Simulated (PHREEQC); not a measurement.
Consider water at 25 °C with 0.017 mol H2SO4, 0.00045 mol ZnSO4 and 0.056 mol MnSO4 per kg of water. Closed to the air; pH follows from the charge balance.

Model: ion-association model, phreeqc.dat, run in PHREEQC.

Precipitation was switched off in this run.

Question: Predict the pH, specific conductance.

Answer: pH 1.89; specific conductance 11000 µS/cm.

Question: In which forms is S present?

Answer: SO4-2 45 %, MnSO4 30 %, HSO4- 24 % of the S.
